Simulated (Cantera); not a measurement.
A closed system holds: 1 mol C₂H₅OH, 0.026 mol CO₂, 6.6 mol N₂, equilibrated at 1975 K and 1350 Torr.

These are equilibrium values from Cantera (NASA tables, ideal gas, pure condensed phases), not measurements of a reactor. Candidate condensed phases: C, C₆H₆, C₇H₈, C₈H₁₈, H₂O; 136 gas species. Equilibrium is a limit: real reactors are often held back by kinetics, nucleation or transport.

Base state: N₂ 0.617, H₂ 0.278, CO 0.0987, HCN 0.00553, H 0.000538, HNC 0.000300, C₂H₂ (acetylene) 0.000181, CH₄ 6.32e-5 (mole fractions); condensed: C(graphite).

Q: What changes in the equilibrium state with this change: pressure from 1350 Torr to 100 Torr?

A: 
```tsv
species	before	after
N₂	0.617	0.616
H₂	0.278	0.277
CO	0.0987	0.0987
H	0.000538	0.00197
CH₄	6.32e-5	4.65e-6
C₂H₂ (acetylene)	0.000181	0.000180
C(graphite), mol	0.907	0.908
```
